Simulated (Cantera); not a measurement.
A Cantera script and its output.

```python
import numpy as np
import cantera as ct

gas = ct.Solution("h2o2.yaml")
gas.TPX = 1225, 2000, {'H2': 0.47, 'O2': 1}
reactor = ct.IdealGasConstPressureReactor(gas, energy="off", clone=False)
net = ct.ReactorNet([reactor])
net.rtol, net.atol = 1e-08, 1e-18
show = ['H2', 'O2', 'H', 'HO2', 'H2O']
times = np.geomspace(0.0002, 5, 9)

steps = ct.SolutionArray(gas, extra=["t"])
rows = []
print(f"{'t/s':>10s}{'T/K':>9s}{'P/Pa':>11s}" + "".join(f"{s:>11s}" for s in show))
for t in times:
    while net.time < t:
        t_next = net.step()
        steps.append(gas.state, t=t_next)
    rows.append([np.interp(t, steps.t, y) for y in (steps.T, steps.P, *steps(*show).X.T)])
    print(f"{t:10.3e}{rows[-1][0]:9.1f}{rows[-1][1]:11.4g}" + "".join(f"{x:11.3e}" for x in rows[-1][2:]))
rate = np.gradient(steps.T, steps.t)
print("integrator steps:", len(steps.t))
if steps.T.max() > steps.T[0] + 200:
    print(f"time of steepest temperature rise: {steps.t[rate.argmax()]:.4e} s")
gas.TPX = 1225, 2000, {'H2': 0.47, 'O2': 1}
gas.equilibrate("TP")
print(f"equilibrium (TP): T = {gas.T:.1f} K  " + "  ".join(f"{s} {gas[s].X[0]:.3e}" for s in show))
```

Output:

```
       t/s      T/K       P/Pa         H2         O2          H        HO2        H2O
 2.000e-04   1225.0       2000  3.197e-01  6.803e-01  2.151e-06  1.031e-07  2.943e-06
 7.092e-04   1225.0       2000  7.211e-02  5.548e-01  1.182e-01  1.247e-05  1.806e-01
 2.515e-03   1225.0       2000  1.687e-02  5.515e-01  7.781e-02  1.586e-05  2.801e-01
 8.918e-03   1225.0       2000  4.610e-03  6.042e-01  8.839e-03  1.670e-05  3.613e-01
 3.162e-02   1225.0       2000  2.793e-04  6.181e-01  1.240e-04  5.004e-06  3.790e-01
 1.121e-01   1225.0       2000  2.293e-05  6.192e-01  3.060e-06  6.823e-07  3.802e-01
 3.976e-01   1225.0       2000  3.439e-06  6.193e-01  1.858e-07  1.246e-07  3.804e-01
 1.410e+00   1225.0       2000  7.116e-07  6.194e-01  1.795e-08  3.576e-08  3.805e-01
 5.000e+00   1225.0       2000  1.826e-07  6.194e-01  2.366e-09  2.416e-08  3.805e-01
integrator steps: 2185
equilibrium (TP): T = 1225.0 K  H2 7.278e-08  O2 6.194e-01  H 5.985e-10  HO2 2.907e-08  H2O 3.805e-01
```

Detailed kinetics in Cantera: the H2/O2 subset of GRI-Mech 3.0, which has no nitrogen chemistry. Radical loss at walls, strong at low pressure, is not modelled. The temperature is held fixed by assumption; the heat of reaction is taken as removed at once.
